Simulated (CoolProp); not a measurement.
The fluid at 298.15 K and 0.595 MPa flows at 0.15 m/s in a round tube of 12.7 mm bore and 0.25 µm roughness, fully developed (64/Re and Nu = 3.66 if laminar; Colebrook and Gnielinski if turbulent). The same conditions are run with several fluids, on thermodynamics alone (safety and materials aside).

Computed with CoolProp (reference Helmholtz-energy equation of state of each fluid (oxygen: Schmidt 1985; CH2F2 (R32): Tillner-Roth 1997; normal hydrogen: Leachman 2009)).

```tsv
fluid	Reynolds number	Darcy friction factor	pressure drop (Pa/m)	heat-transfer coefficient (W/(m² K))	mass flow (kg/h)
oxygen	[?]	[?]	[?]	7.66	[?]
CH2F2 (R32)	1920	0.0333	[?]	[?]	0.925
normal hydrogen	103	[?]	0.265	[?]	0.0330
```

Complete the blanks.


- oxygen, Reynolds number: 711
- oxygen, Darcy friction factor: 0.0900
- oxygen, pressure drop (Pa/m): 0.615
- oxygen, mass flow (kg/h): 0.527
- CH2F2 (R32), pressure drop (Pa/m): 0.399
- CH2F2 (R32), heat-transfer coefficient (W/(m² K)): 4.11
- normal hydrogen, Darcy friction factor: 0.620
- normal hydrogen, heat-transfer coefficient (W/(m² K)): 53.7

Transport values come from each fluid's own correlations; those of CH2F2 (R32) are estimates that may be off by 10 % or more.
